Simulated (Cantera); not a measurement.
Charge: 1 mol FeS, 1.2 mol SO2, 42 mol N2, held at 1898.15 K and 38.0 mbar.

Cantera equilibrium calculation (NASA polynomials, part measured and part estimated; ideal gas, pure solids and liquids). Candidate condensed phases: Fe, FeO, FeS, FeSO4, FeS2, Fe2O3, Fe2(SO4)3, Fe3O4, S; 19 gas species. The tables' stoichiometric FeO is somewhat more stable than real wüstite, so its field is too wide. FeO: taken at fixed stoichiometry. The numbers say what is thermodynamically allowed, not how fast it happens.

Base state: N2 0.963, S2 0.0148, SO2 0.0136, SO 0.00608, Fe 0.00135, S 0.000982, S2O 0.000102, FeO 2.04e-5 (mole fractions); condensed: FeO(l).

### Question
What changes in the equilibrium state with this change: temperature from 1898.15 K to 1323 K?

### Answer
```tsv
species	before	after
N2	0.963	0.968
SO2	0.0136	0.0197
S2	0.0148	0.0115
SO	0.00608	0.000244
Fe	0.00135	2.15e-9
FeO	2.04e-5	<1e-9
S	0.000982	2.18e-6
S2O	0.000102	0.000113
FeO(l), mol	0.940	0
FeO(s), mol	0	0.672
FeS(s), mol	0	0.328
```
Metal and sulfide melt together well below either melting point, which pure phases cannot show. Mutual solubility and eutectic melting of coexisting phases are not modelled. FeO, FeS: taken at fixed stoichiometry.

### Question
What changes in the equilibrium state with this change: FeS replaced by FeS2?

### Answer
| species | before | after |
|---|---|---|
| N2 | 0.963 | 0.952 |
| S2 | 0.0148 | 0.0255 |
| SO2 | 0.0136 | 0.0131 |
| SO | 0.00608 | 0.00684 |
| Fe | 0.00135 | 0.00157 |
| S2O | 0.000102 | 0.000151 |
| S | 0.000982 | 0.00129 |
| FeO | 2.04e-5 | 2.04e-5 |
| FeO(l), mol | 0.940 | 0.930 |

### Question
What changes in the equilibrium state with this change: pressure from 38.0 mbar to 13.3 mbar?

### Answer
```tsv
species	before	after
N2	0.963	0.958
SO2	0.0136	0.0144
S2	0.0148	0.0131
Fe	0.00135	0.00472
SO	0.00608	0.00787
FeO	2.04e-5	5.81e-5
S	0.000982	0.00156
S2O	0.000102	7.37e-5
FeO(l), mol	0.940	0.790
```
